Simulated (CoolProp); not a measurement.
A single-stage vapour-compression cycle with the fluid: evaporating at 220.15 K (dew point), condensing at 256.15 K (bubble point), superheat 5 K, subcooling 8 K, compressor efficiency 0.9, no pressure losses. The same conditions are run with several fluids, on thermodynamics alone (safety and materials aside).

Model: reference Helmholtz-energy equation of state of each fluid (C3F8 (R218): Lemmon 2006; R227EA: Lemmon 2016; hydrogen chloride: Thol 2018; isobutene: Lemmon 2005; isobutane: Bücker 2006; R134a: Tillner-Roth 1994), in CoolProp.

```tsv
fluid	cooling COP	pressure ratio	discharge temperature (K)	refrigerating effect (kJ/kg)	volumetric capacity (kJ/m³)
C3F8 (R218)	4.88	5.02	256.2	87.0	410
R227EA	5.02	6.55	261.6	121	167
hydrogen chloride	4.62	3.46	327.6	361	3560
isobutene	5.11	6.27	279.8	380	123
isobutane	5.11	5.80	274.0	347	154
R134a	5.05	6.12	281.3	202	276
```

The compression ends wet for: C3F8 (R218).
